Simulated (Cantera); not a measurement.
Input (Python, Cantera) and output of one run.

```python
import numpy as np
import cantera as ct

gas_names = """
    CL CLO CL2 N NO NO2 NO3 N2 N2O O O2 O3 Si SiCL SiCL2 SiCL3 SiCL4 SiN SiO SiO2 Si2 Si2N Si3
""".split()
cond_names = """
    Si(cr) Si(L) SiO2(Lqz) SiO2(hqz) SiO2(L) Si2N2O(s) Si3N4(a)
""".split()


# ... load() reads the species with a 1 bar reference pressure and builds the phases ...
atoms = {
    'SiO2': {'Si': 1, 'O': 2},
    'Cl2': {'CL': 2},
    'N2': {'N': 2},
}
top_T = {'Si2N2O(s)': 2100, 'Si3N4(a)': 2400}  # K; cautious upper limits of use, not melting points


# ... equilibrate(T, P, feed) seeds the gas with the atoms and calls Mixture.equilibrate('TP', solver="vcs", rtol=1e-11, max_steps=5000) ...
results = []
feed = {'SiO2': 1, 'Cl2': 0.89, 'N2': 7.2}  # mol
T = 1775  # K
P = 16000  # Pa
mix = equilibrate(T, P, feed)
results.append((T, P, feed, dict(zip(mix.species_names, mix.species_moles))))
print(gas.report(threshold=0.001))
for i in range(1, mix.n_phases):
    print(f"{mix.phase(i).name:16s} {mix.phase_moles(i):12.5e} mol")
```

Output:

```
       temperature   1775 K
          pressure   16000 Pa
           density   0.033139 kg/m^3
  mean mol. weight   30.567 kg/kmol
   phase of matter   gas

                          1 kg             1 kmol
                     ---------------   ---------------
          enthalpy        2.0376e+06        6.2282e+07  J
   internal energy        1.5548e+06        4.7524e+07  J
           entropy            8615.8        2.6336e+05  J/K
    Gibbs function       -1.3255e+07       -4.0518e+08  J
 heat capacity c_p            1104.7             33768  J/K
 heat capacity c_v            832.72             25454  J/K

                      mass frac. Y      mole frac. X     chem. pot. / RT
                     ---------------   ---------------   ---------------
                CL           0.15411           0.13289           -18.065
               CL2          0.083331          0.035926           -36.131
                N2           0.76142           0.83081           -28.563
     [  +20 minor]         0.0011368        0.00038054

Si(L)             0.00000e+00 mol
SiO2(L)           9.98575e-01 mol
Si2N2O(s)         0.00000e+00 mol
Si3N4(a)          0.00000e+00 mol
```

Method: chemical equilibrium by Gibbs-energy minimisation in Cantera with the NASA 1993 tables (ideal gas, pure condensed phases). The tables hold silica as quartz up to 1696 K and as liquid above; real silica turns to tridymite and cristobalite and melts near 1996 K.
